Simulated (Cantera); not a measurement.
An adiabatic, constant-pressure homogeneous reactor starts with CH4 : O2 : N2 : CO2 = 1 : 1.54 : 5.78 : 0.35 (molar parts), equivalence ratio 1.3, at 1100 K and 15.0 bar.

Detailed kinetics in Cantera: GRI-Mech 3.0 (53 species, 325 reactions). The pressure lies above the range GRI-Mech 3.0 was tuned for (to about 10 atm).

Problem. Predict: time of steepest temperature rise; temperature at 0.200 s; equilibrium temperature; x(O2) at 0.200 s; x(CO2) at 0.200 s; x(OH) at 0.200 s; x(NO2) at 0.200 s; x(O) at 0.200 s.

Solution. 
```
Property                                                               Value
---------------------------------  -----------------------------------------
time of steepest temperature rise                                    12.9 ms
temperature at 0.200 s                                                2574 K
equilibrium temperature                                               2574 K
x(O2) at 0.200 s                   0.000202 (gas-phase equilibrium 0.000202)
x(CO2) at 0.200 s                      0.0743 (gas-phase equilibrium 0.0743)
x(OH) at 0.200 s                     0.00223 (gas-phase equilibrium 0.00223)
x(NO2) at 0.200 s                    7.20e-8 (gas-phase equilibrium 7.20e-8)
x(O) at 0.200 s                      7.64e-5 (gas-phase equilibrium 7.64e-5)
```
